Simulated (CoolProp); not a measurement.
Dimethyl carbonate along the isotherm 297.7 K: Z from the reference equation and from simpler models built on Tc = 557.0 K, pc = 4.909 MPa, ω = 0.346; each cubic takes its own stable root.

Model: reference Helmholtz-energy equation of state, Zhou 2011, in CoolProp.

```json
[
 {"p (MPa)": "0.00776", "phase": "liquid", "reference": "0.0002655"},
 {"p (MPa)": "0.0131", "phase": "liquid", "reference": "0.0004481"},
 {"p (MPa)": "0.0221", "phase": "liquid", "reference": "0.0007560"},
 {"p (MPa)": "0.0373", "phase": "liquid", "reference": "0.001276"},
 {"p (MPa)": "0.063", "phase": "liquid", "reference": "0.002155"},
 {"p (MPa)": "0.106", "phase": "liquid", "reference": "0.003626"},
 {"p (MPa)": "0.179", "phase": "liquid", "reference": "0.006123"},
 {"p (MPa)": "0.303", "phase": "liquid", "reference": "0.01036"},
 {"p (MPa)": "0.511", "phase": "liquid", "reference": "0.01747"},
 {"p (MPa)": "0.862", "phase": "liquid", "reference": "0.02947"},
 {"p (MPa)": "1.45", "phase": "liquid", "reference": "0.04954"},
 {"p (MPa)": "2.45", "phase": "liquid", "reference": "0.08363"}
]
```

Task: How far does each simpler model (van der Waals, Peng-Robinson) lie from the reference over these 12 states: mean and median of the absolute difference, and the worst?

Result: 
- van der Waals: mean 74597.7 %, median 21086.8 %, worst +375794.5 % at 297.7 K and 0.00776 MPa
- Peng-Robinson: mean 0.4 %, median 0.4 %, worst +0.4 % at 297.7 K and 2.45 MPa

At some of these states van der Waals gives the other phase, because its saturation line lies elsewhere.
